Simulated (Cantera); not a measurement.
**Dilute partial oxidation**

An isothermal, constant-pressure homogeneous reactor starts with 0.609 % CH₂O, 0.982 % O₂, 98.2 % N₂, 0.245 % H₂, equivalence ratio 0.74, at 1125 K and 5.00 bar.

Detailed kinetics in Cantera: GRI-Mech 3.0 (53 species, 325 reactions).

```csv
t (s),x CH₂O,x O₂,x NO,x H₂O,x CH₄
3.00e-6,0.00609,0.00982,<1e-12,2.77e-10,<1e-12
8.77e-6,0.00609,0.00982,<1e-12,1.25e-9,<1e-12
2.56e-5,0.00609,0.00982,<1e-12,7.53e-9,<1e-12
7.50e-5,0.00608,0.00982,<1e-12,1.01e-7,<1e-12
0.000219,0.00607,0.00981,<1e-12,2.35e-6,<1e-12
0.000641,0.00566,0.00960,<1e-12,0.000148,1.21e-10
0.00187,7.77e-5,0.00747,7.03e-11,0.00427,4.40e-9
0.00548,1.09e-10,0.00513,6.89e-9,0.00782,6.61e-10
0.0160,3.21e-11,0.00451,7.08e-9,0.00832,1.10e-10
0.0468,9.37e-12,0.00393,7.63e-9,0.00848,5.46e-12
0.137,2.44e-12,0.00324,9.26e-9,0.00852,<1e-12
0.400,<1e-12,0.00270,9.72e-9,0.00854,<1e-12
1.17,<1e-12,0.00253,7.41e-9,0.00855,<1e-12
3.42,<1e-12,0.00251,1.28e-8,0.00855,<1e-12
10.0,<1e-12,0.00251,1.97e-8,0.00855,<1e-12
```
x: mole fraction; the columns are a selection and need not sum to one.

Equilibrium at this temperature and pressure: CH₂O <1e-12, O₂ 0.00250, NO 1.30e-5, H₂O 0.00855, CH₄ <1e-12 (gas phase only).
